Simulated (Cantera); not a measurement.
Mixture: 9.61 % CH₄, 7.11 % H₂, 17.5 % O₂, 65.8 % N₂, equivalence ratio 1.3, at 11300 Torr, adiabatic and at constant pressure. Ignition delay is the time to a rise of 400 K.

Detailed kinetics in Cantera: GRI-Mech 3.0 (53 species, 325 reactions). The pressure lies above the range GRI-Mech 3.0 was tuned for (to about 10 atm). Below about 1000 K GRI-Mech 3.0 lacks low-temperature oxidation paths.

Question: Predict: delay at 998 K; delay at 1148 K; delay at 1298 K; delay at 1448 K; apparent activation energy between 1373 and 1523 K.

Answer: 
```json
{
 "delay at 998 K": "9.75 ms",
 "delay at 1148 K": "0.476 ms",
 "delay at 1298 K": "81.4 µs",
 "delay at 1448 K": "28.9 µs",
 "apparent activation energy between 1373 and 1523 K": "110 kJ/mol"
}
```
